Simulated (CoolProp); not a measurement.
Vapour-liquid equilibrium of propane (1) + isohexane (2) at -8.35 °C; x and y are mole fractions of (1).

Values from CoolProp's multi-fluid Helmholtz-energy mixture model, Lemmon 2009 and Lemmon 2006; pair parameters Bell 2016.

```csv
x,"bubble pressure, mixture model (bar)","bubble pressure, Raoult's law (bar)","y, mixture model","y, Raoult's law"
0.05,0.2428,0.2370,0.771,0.769
0.15,0.6084,0.5958,0.916,0.918
0.25,0.9682,0.9545,0.952,0.955
0.35,1.323,1.313,0.969,0.971
0.45,1.673,1.672,0.978,0.981
0.55,2.021,2.031,0.985,0.987
0.65,2.368,2.390,0.989,0.992
0.75,2.719,2.748,0.993,0.995
0.85,3.077,3.107,0.996,0.997
0.95,3.450,3.466,0.999,0.999
```

The largest gap from Raoult's law is +2.4 % in bubble pressure, at x = 0.05. No azeotrope shows between x = 0.05 and 0.95.

Pair parameters are fitted to limited data, so mixtures are less certain than the pure fluids. The gap from Raoult's law changes sign with composition, which may be real or a fault of the pair parameters; it wasn't checked against measurements.
